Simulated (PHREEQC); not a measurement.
KOH is added in steps, without added water, to 1 kg of water holding 34 mmol/kgw NiSO4, 0.15 mmol/kgw MgSO4 and 45 mmol/kgw NaH2PO4, at 20 °C. Oxygen is held at 0.21 atm. CO2 from the air is kept out. No solid was allowed to form.

Base run: PHREEQC, ion-association model, wateq4f.dat. Each further column changes one thing. The table gives HPO4-2 (mol/kgw).

```json
[
 {"KOH added (mol)": "0", "base": "0.000198", "Davies equation for every ion": "0.000197", "all activity coefficients set to 1": "0.000139", "Debye-Hückel limiting law": "0.000255", "metal-ligand complexes left out": "0.000213"},
 {"KOH added (mol)": "0.01667", "base": "0.0160", "Davies equation for every ion": "0.0160", "all activity coefficients set to 1": "0.0149", "Debye-Hückel limiting law": "0.0164", "metal-ligand complexes left out": "0.0167"},
 {"KOH added (mol)": "0.04167", "base": "0.0396", "Davies equation for every ion": "0.0395", "all activity coefficients set to 1": "0.0358", "Debye-Hückel limiting law": "0.0409", "metal-ligand complexes left out": "0.0415"},
 {"KOH added (mol)": "0.05833", "base": "0.0422", "Davies equation for every ion": "0.0421", "all activity coefficients set to 1": "0.0378", "Debye-Hückel limiting law": "0.0426", "metal-ligand complexes left out": "0.0446"},
 {"KOH added (mol)": "0.08333", "base": "0.0415", "Davies equation for every ion": "0.0413", "all activity coefficients set to 1": "0.0367", "Debye-Hückel limiting law": "0.0409", "metal-ligand complexes left out": "0.0444"},
 {"KOH added (mol)": "0.1", "base": "0.0409", "Davies equation for every ion": "0.0407", "all activity coefficients set to 1": "0.0359", "Debye-Hückel limiting law": "0.0395", "metal-ligand complexes left out": "0.0440"},
 {"KOH added (mol)": "0.1167", "base": "0.0398", "Davies equation for every ion": "0.0396", "all activity coefficients set to 1": "0.0350", "Debye-Hückel limiting law": "0.0373", "metal-ligand complexes left out": "0.0431"},
 {"KOH added (mol)": "0.1417", "base": "0.0343", "Davies equation for every ion": "0.0343", "all activity coefficients set to 1": "0.0318", "Debye-Hückel limiting law": "0.0297", "metal-ligand complexes left out": "0.0370"},
 {"KOH added (mol)": "0.1583", "base": "0.0267", "Davies equation for every ion": "0.0269", "all activity coefficients set to 1": "0.0266", "Debye-Hückel limiting law": "0.0215", "metal-ligand complexes left out": "0.0288"},
 {"KOH added (mol)": "0.1833", "base": "0.0140", "Davies equation for every ion": "0.0144", "all activity coefficients set to 1": "0.0181", "Debye-Hückel limiting law": "0.00809", "metal-ligand complexes left out": "0.0149"},
 {"KOH added (mol)": "0.2", "base": "0.00825", "Davies equation for every ion": "0.00876", "all activity coefficients set to 1": "0.0141", "Debye-Hückel limiting law": "0.00286", "metal-ligand complexes left out": "0.00856"}
]
```

In at least one series the solution becomes supersaturated in solids that the run did not let form, among them Ni(OH)2, Ni3(PO4)2, Ni4(OH)6SO4. H3PO4, which wateq4f.dat lacks, is added to it with the constant of phreeqc.dat. The database has no phosphate complexes of Ni.
